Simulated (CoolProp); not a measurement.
Saturated liquid density (kg/m³) of CH2F2 (R32): the reference equation beside estimates from Tc = 351.3 K, pc = 5783 kPa, ω = 0.277.

The numbers come from the reference Helmholtz-energy equation of state, Tillner-Roth 1997 in CoolProp.

| T (K) | reference | van der Waals | Redlich-Kwong |
|---|---|---|---|
| 196.2 | 1281 | 652.4 | 964.4 |
| 201.3 | 1267 | ? | 954.2 |
| 206.4 | ? | 640.3 | 943.8 |
| 211.5 | 1240 | 634.0 | ? |
| 216.6 | 1226 | 627.7 | 922.1 |
| 221.7 | 1212 | 621.1 | ? |
| 226.8 | 1198 | 614.5 | ? |
| 231.9 | 1184 | 607.6 | 887.1 |
| 237 | 1169 | 600.6 | 874.8 |
| 242.1 | ? | ? | 862.1 |

Question: Complete the blanks.

Answer: 
- 201.3, van der Waals: 646.4
- 206.4, reference: 1254
- 211.5, Redlich-Kwong: 933.1
- 221.7, Redlich-Kwong: 910.8
- 226.8, Redlich-Kwong: 899.1
- 242.1, reference: 1154
- 242.1, van der Waals: 593.4

Absolute difference from the reference over all 10 rows, mean and median: van der Waals 48.8 and 48.8 %, Redlich-Kwong 24.9 and 24.8 %.
